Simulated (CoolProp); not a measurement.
Vapour-liquid equilibrium of propylene (1) + cyclohexane (2) at 310.6 K; x and y are mole fractions of (1).

Model: multi-fluid Helmholtz-energy mixture model, Lemmon 2013 and Zhou 2014; pair parameters Bell 2016, in CoolProp.

| x | bubble pressure, mixture model (MPa) | bubble pressure, Raoult's law (MPa) | y, mixture model | y, Raoult's law |
|---|---|---|---|---|
| 0.05 | 0.1098 | 0.09887 | 0.800 | 0.786 |
| 0.2 | 0.3547 | 0.3288 | 0.942 | 0.946 |
| 0.35 | 0.5789 | 0.5588 | 0.967 | 0.974 |
| 0.5 | 0.7903 | 0.7887 | 0.978 | 0.986 |
| 0.65 | 0.9973 | 1.019 | 0.986 | 0.992 |
| 0.8 | 1.212 | 1.249 | 0.992 | 0.996 |
| 0.95 | 1.457 | 1.479 | 0.998 | 0.999 |

The largest gap from Raoult's law is +11.1 % in bubble pressure, at x = 0.05. No azeotrope shows between x = 0.05 and 0.95.

The pair parameters rest on a limited set of measurements; away from them the model extrapolates. The gap from Raoult's law changes sign with composition, which may be real or a fault of the pair parameters; it wasn't checked against measurements.
